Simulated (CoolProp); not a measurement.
A single-stage vapour-compression cycle with ethane: evaporating at 195.15 K (dew point), condensing at 237.15 K (bubble point), superheat 10 K, subcooling 5 K, compressor efficiency 0.6, no pressure losses. Each further row changes one setting.

The numbers come from the reference Helmholtz-energy equation of state, Bücker 2006 in CoolProp.

```csv
case,cooling COP,pressure ratio,discharge temperature (K),refrigerating effect (kJ/kg),volumetric capacity (kJ/m³)
as stated,2.31,5.10,316.2,393,1250
evaporating temperature 200.15 K,2.75,[?],305.9,399,1580
condensing temperature 232.15 K,[?],[?],[?],407,1300
subcooling 10 K,[?],5.10,316.2,407,1300
superheat 20 K,[?],5.10,328.6,408,1230
compressor efficiency 0.5,1.93,5.10,333.6,393,1250
```

Q: Complete the blanks.

A: 
- evaporating temperature 200.15 K, pressure ratio: 4.04
- condensing temperature 232.15 K, cooling COP: 2.69
- condensing temperature 232.15 K, pressure ratio: 4.34
- condensing temperature 232.15 K, discharge temperature (K): 304.9
- subcooling 10 K, cooling COP: 2.39
- superheat 20 K, cooling COP: 2.28
